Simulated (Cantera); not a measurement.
Mixture: CH4 : O2 : N2 : H2O = 1 : 1.82 : 6.84 : 0.63 (molar parts), equivalence ratio 1.1, at 9.87 atm, adiabatic and at constant pressure. Ignition delay is the time to a rise of 400 K.

Cantera simulation using GRI-Mech 3.0 (53 species, 325 reactions); the numbers are that mechanism's predictions, not measurements.

**Question.** Predict: delay at 1298 K; delay at 1448 K; delay at 1598 K; delay at 1748 K; delay at 1898 K; apparent activation energy between 1823 and 1973 K.

**Answer.** 
```json
{
  "delay at 1298 K": "1.67 ms",
  "delay at 1448 K": "0.363 ms",
  "delay at 1598 K": "89.5 µs",
  "delay at 1748 K": "25.5 µs",
  "delay at 1898 K": "8.84 µs",
  "apparent activation energy between 1823 and 1973 K": "190 kJ/mol"
}
```
